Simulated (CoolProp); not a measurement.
The numbers come from the reference Helmholtz-energy equation of state, Bücker 2006 in CoolProp.

Problem. For isobutane, give the phase and the cp (kJ/(kg K)), speed of sound (m/s), conductivity (mW/(m K)) at 151.65 °C and 101 kPa.

Solution. 
- 151.65 °C and 101 kPa: gas; cp 2.26, speed of sound 253, conductivity 32.2

Thermal conductivity comes from a separate model (Perkins 2002).
